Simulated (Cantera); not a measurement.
Input: 1 mol Pb, 2.7 mol O2, 1.6 mol N2, equilibrated at 61.0 Pa.

These are equilibrium values from Cantera (NASA tables, ideal gas, pure condensed phases), not measurements of a reactor. Candidate condensed phases: Pb, PbO, PbO2, Pb3O4; 12 gas species. Gases not in the tables: (PbO)n polymers. Kinetics and transport are ignored.

Question: Which condensed phases are stable at each of these points (T (K)): 548, 698, 848, 998, 1148, 1298, 1448, 1598?

Answer: 
| T (K) | condensed phases | Pb condensed (%) |
|---|---|---|
| 548 | PbO(red) | 100.0 |
| 698 | PbO(red) | 100.0 |
| 848 | PbO(yellow) | 100.0 |
| 998 | PbO(yellow) | 99.8 |
| 1148 | PbO(yellow) | 85.8 |
| 1298 | gas only | 0.0 |
| 1448 | gas only | 0.0 |
| 1598 | gas only | 0.0 |

From 548 K to 698 K the condensed part is PbO(red). From 848 K to 1148 K the condensed part is PbO(yellow). From 1298 K to 1598 K nothing is condensed.
